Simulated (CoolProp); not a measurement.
Properties of trans-2-butene along the isotherm 525 K.

Computed with CoolProp (reference Helmholtz-energy equation of state, Lemmon 2005). It is a short technical equation, of lower accuracy than the large ones.

```json
[
 {"p (MPa)": "2.68", "phase": "gas", "Z": "0.8776", "cp (kJ/(kg K))": "2.531", "cv (kJ/(kg K))": "2.256", "speed of sound (m/s)": "258.7", "fugacity coefficient": "0.8870"},
 {"p (MPa)": "5.36", "phase": "supercritical", "Z": "0.7491", "cp (kJ/(kg K))": "2.838", "cv (kJ/(kg K))": "2.298", "speed of sound (m/s)": "232.0", "fugacity coefficient": "0.7834"},
 {"p (MPa)": "8.04", "phase": "supercritical", "Z": "0.6374", "cp (kJ/(kg K))": "3.286", "cv (kJ/(kg K))": "2.334", "speed of sound (m/s)": "221.9", "fugacity coefficient": "0.6920"},
 {"p (MPa)": "10.7", "phase": "supercritical", "Z": "0.5836", "cp (kJ/(kg K))": "(withheld)", "cv (kJ/(kg K))": "2.343", "speed of sound (m/s)": "245.0", "fugacity coefficient": "0.6183"},
 {"p (MPa)": "13.4", "phase": "supercritical", "Z": "0.5906", "cp (kJ/(kg K))": "(withheld)", "cv (kJ/(kg K))": "2.336", "speed of sound (m/s)": "293.9", "fugacity coefficient": "0.5629"},
 {"p (MPa)": "16.1", "phase": "supercritical", "Z": "0.6282", "cp (kJ/(kg K))": "3.259", "cv (kJ/(kg K))": "2.328", "speed of sound (m/s)": "346.5", "fugacity coefficient": "0.5237"},
 {"p (MPa)": "18.8", "phase": "supercritical", "Z": "0.6777", "cp (kJ/(kg K))": "3.160", "cv (kJ/(kg K))": "2.324", "speed of sound (m/s)": "395.2", "fugacity coefficient": "0.4962"},
 {"p (MPa)": "21.4", "phase": "supercritical", "Z": "0.7300", "cp (kJ/(kg K))": "(withheld)", "cv (kJ/(kg K))": "2.321", "speed of sound (m/s)": "437.8", "fugacity coefficient": "0.4775"},
 {"p (MPa)": "24.1", "phase": "supercritical", "Z": "0.7866", "cp (kJ/(kg K))": "3.040", "cv (kJ/(kg K))": "2.320", "speed of sound (m/s)": "478.0", "fugacity coefficient": "0.4639"},
 {"p (MPa)": "26.8", "phase": "supercritical", "Z": "0.8441", "cp (kJ/(kg K))": "3.001", "cv (kJ/(kg K))": "2.319", "speed of sound (m/s)": "514.9", "fugacity coefficient": "0.4549"},
 {"p (MPa)": "29.5", "phase": "supercritical", "Z": "0.9020", "cp (kJ/(kg K))": "2.970", "cv (kJ/(kg K))": "2.319", "speed of sound (m/s)": "549.0", "fugacity coefficient": "0.4494"},
 {"p (MPa)": "32.2", "phase": "supercritical", "Z": "0.9599", "cp (kJ/(kg K))": "2.945", "cv (kJ/(kg K))": "2.319", "speed of sound (m/s)": "(withheld)", "fugacity coefficient": "0.4466"},
 {"p (MPa)": "34.8", "phase": "supercritical", "Z": "1.016", "cp (kJ/(kg K))": "2.925", "cv (kJ/(kg K))": "2.319", "speed of sound (m/s)": "609.4", "fugacity coefficient": "0.4462"},
 {"p (MPa)": "37.5", "phase": "supercritical", "Z": "1.073", "cp (kJ/(kg K))": "2.908", "cv (kJ/(kg K))": "2.320", "speed of sound (m/s)": "637.5", "fugacity coefficient": "0.4477"},
 {"p (MPa)": "40.2", "phase": "supercritical", "Z": "1.130", "cp (kJ/(kg K))": "2.893", "cv (kJ/(kg K))": "2.321", "speed of sound (m/s)": "664.2", "fugacity coefficient": "0.4508"}
]
```

Question: What belongs in the gaps?

Answer: 
- 10.7, cp (kJ/(kg K)): 3.504
- 13.4, cp (kJ/(kg K)): 3.396
- 21.4, cp (kJ/(kg K)): 3.092
- 32.2, speed of sound (m/s): 580.7
